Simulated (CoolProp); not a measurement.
Vapour-liquid equilibrium of acetone (1) + n-heptane (2) at 0.246 MPa; x and y are mole fractions of (1).

Values from CoolProp's multi-fluid Helmholtz-energy mixture model, Lemmon 2006 and Span 2003; pair parameters Bell 2016.

Q: Give the bubble temperature and the first vapour's composition at x = 0.35, 0.5, 0.875. Is there an azeotrope?

A: x = 0.35: 365.9 K, y = 0.720; x = 0.5: 362.2 K, y = 0.775; x = 0.875: 358.0 K, y = 0.900. No azeotrope shows between x = 0.05 and 0.95.

The pair parameters rest on a limited set of measurements; away from them the model extrapolates.
